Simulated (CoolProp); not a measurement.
Vapour-liquid equilibrium of carbon dioxide (1) + C2F6 (R116) (2) at 14.7 bar; x and y are mole fractions of (1).

Computed with CoolProp (multi-fluid Helmholtz-energy mixture model, Span 1996 and Lemmon 2006; pair parameters Bell 2016).

**Question.** Give the bubble temperature and the first vapour's composition at x = 0.2, 0.5, 0.95. Is there an azeotrope?

**Answer.** x = 0.2: -21.2 °C, y = 0.383; x = 0.5: -30.5 °C, y = 0.652; x = 0.95: -30.7 °C, y = 0.914. y crosses x between x = 0.725 and 0.8: the model has an azeotrope there.

Pair parameters are fitted to limited data, so mixtures are less certain than the pure fluids.
